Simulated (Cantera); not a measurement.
Feed: 1 mol NiS, 27 mol H₂, 5.8 mol N₂, at 0.100 bar.

These are equilibrium values from Cantera (NASA tables, ideal gas, pure condensed phases), not measurements of a reactor. Candidate condensed phases: Ni, NiS, NiS₂, Ni₃S₂, Ni₃S₄, S; 17 gas species. The numbers say what is thermodynamically allowed, not how fast it happens.

Question: At 877 °C, list the 3 most abundant gas species with their mole fractions, and the condensed phases.

Answer: H₂ 0.813, N₂ 0.177, H₂S 0.0102. Condensed: Ni₃S₂(l).
